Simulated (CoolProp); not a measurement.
Properties of R1234ze(E) along the isobar 9.45 MPa.

Computed with CoolProp (reference Helmholtz-energy equation of state, Thol 2016).

| T (K) | phase | density (kg/m³) | isothermal compressibility (1/MPa) | conductivity (mW/(m K)) | fugacity coefficient |
|---|---|---|---|---|---|
| 210.6 | liquid | 1422 | 0.001094 | 111 | 0.001526 |
| 226.2 | liquid | 1385 | [?] | 105 | 0.003948 |
| 241.9 | liquid | 1347 | 0.001535 | 99.2 | 0.008816 |
| 257.5 | liquid | 1309 | 0.001845 | 93.6 | 0.01734 |
| 273.1 | liquid | 1270 | 0.002243 | 88.2 | 0.03088 |
| 288.7 | liquid | 1229 | 0.002766 | 83.1 | [?] |
| 304.3 | liquid | 1186 | 0.003470 | [?] | 0.07779 |
| 319.9 | liquid | 1140 | 0.004451 | [?] | 0.1127 |
| 335.5 | liquid | 1092 | 0.005873 | 69.5 | 0.1554 |

Problem. Some entries are withheld; supply them.

Solution. 
- 226.2, isothermal compressibility (1/MPa): 0.001290
- 288.7, fugacity coefficient: 0.05071
- 304.3, conductivity (mW/(m K)): 78.3
- 319.9, conductivity (mW/(m K)): 73.8

Thermal conductivity comes from a separate model (Perkins 2011).
